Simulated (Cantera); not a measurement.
## Equilibrium for carbothermic reduction: CuO + CH4 + H2

A closed system holds: 1 mol CuO, 0.67 mol CH4, 0.11 mol H2, equilibrated at 75.0 Torr.

Method: chemical equilibrium by Gibbs-energy minimisation in Cantera with the NASA 1993 tables (ideal gas, pure condensed phases). Candidate condensed phases: C, C6H6, C7H8, C8H18, Cu, CuO, Cu(OH)2, Cu2O, H2O; 113 gas species. Rates play no part.

From 777 °C to 1077 °C the condensed part is Cu(s). From 1177 °C to 1677 °C the condensed part is Cu(l).

```tsv
T (°C)	x H2	x CO	x H2O	x CO2	x Cu	n Cu(s)	n Cu(l)
777	0.582	0.262	0.102	0.0540	1.05e-9	1.00	0
877	0.573	0.272	0.111	0.0444	2.89e-8	1.00	0
977	0.566	0.279	0.118	0.0373	4.64e-7	1.000	0
1077	0.560	0.284	0.124	0.0319	4.89e-6	1.000	0
1177	0.556	0.288	0.128	0.0278	3.44e-5	0	1.000
1277	0.553	0.291	0.131	0.0247	0.000186	0	1.000
1377	0.550	0.294	0.133	0.0222	0.000812	0	0.998
1477	0.546	0.295	0.135	0.0201	0.00299	0	0.994
1577	0.541	0.294	0.136	0.0184	0.00950	0	0.980
1677	0.529	0.290	0.134	0.0168	0.0267	0	0.941
```
x: gas mole fraction; n: condensed amount in mol.
